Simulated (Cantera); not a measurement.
**Catalytic stagnation flow on Pt**

A jet of CH4 : O2 : N2 = 0.027 : 0.065 : 0.79 (molar parts), equivalence ratio 0.83 at 300 K and 7000 Pa hits a platinum plate 3.7 cm away at a mass flux of 0.078 kg/m²/s; the plate temperature is set and raised in steps from an oxygen-covered start.

Detailed kinetics in Cantera: Deutschmann's 1995 Pt surface mechanism with GRI-Mech 3.0 gas chemistry. Catalytic surfaces can have several steady states; this one follows from the mechanism file's or the stated starting coverage.

```
plate T (K)  wall x CH4  wall x O2  wall x H2O  wall x OH  wall x CO  wall x CO2  θ free Pt   θ O*     θ OH*
-----------  ----------  ---------  ----------  ---------  ---------  ----------  ---------  -----  --------
850              0.0246     0.0610      0.0112      <1e-8    7.48e-6     0.00732      0.181  0.818  0.000903
900              0.0199     0.0510      0.0200    2.81e-8    8.84e-6      0.0131      0.259  0.740   0.00109
950              0.0153     0.0412      0.0285    8.92e-8    9.69e-6      0.0187      0.344  0.654   0.00116
1000             0.0116     0.0335      0.0353    2.40e-7    1.04e-5      0.0232      0.432  0.567   0.00111
1050            0.00906     0.0280      0.0400    5.71e-7    1.12e-5      0.0263      0.515  0.484   0.00101
```
x: mole fraction at the wall; θ: surface coverage.
